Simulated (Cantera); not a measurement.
**Ignition delay**

Mixture: CH₄ : O₂ : N₂ = 1 : 1.82 : 10.7 (molar parts), at 3.50 bar, adiabatic and at constant pressure. Ignition delay is the time to a rise of 400 K.

Computed with Cantera and GRI-Mech 3.0 (53 species, 325 reactions).

```
T0 (K)  delay (ms)
------  ----------
1125          64.2
1225          16.8
1325          4.90
1425          1.57
1525         0.546
1625         0.210
1725        0.0906
1825        0.0442
1925        0.0239
```

| Quantity | Result |
|---|---|
| apparent activation energy between 1725 and 1925 K | 180 kJ/mol |
